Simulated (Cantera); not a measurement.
Charge: 1 mol CuO, 0.48 mol C, 12 mol N₂, at 0.133 bar.

These are equilibrium values from Cantera (NASA tables, ideal gas, pure condensed phases), not measurements of a reactor. Candidate condensed phases: C, Cu, CuO, Cu₂O; 27 gas species. Mutual solubility and eutectic melting of coexisting phases are not modelled. Equilibrium is a limit: real reactors are often held back by kinetics, nucleation or transport.

Question: Which condensed phases are stable at each of these points (T (K)): 848, 923, 998, 1073, 1148, 1223, 1298, 1373?

Answer: 
```tsv
T (K)	condensed phases	Cu condensed (%)
848	Cu(s) + Cu₂O(s)	100.0
923	Cu(s) + Cu₂O(s)	100.0
998	Cu(s) + Cu₂O(s)	100.0
1073	Cu(s) + Cu₂O(s)	100.0
1148	Cu(s) + Cu₂O(s)	100.0
1223	Cu(s) + Cu₂O(s)	100.0
1298	Cu(s) + Cu₂O(s)	100.0
1373	Cu(l) + Cu₂O(s)	100.0
```

From 848 K to 1298 K the condensed part is Cu(s) + Cu₂O(s). At 1373 K the condensed part is Cu(l) + Cu₂O(s).
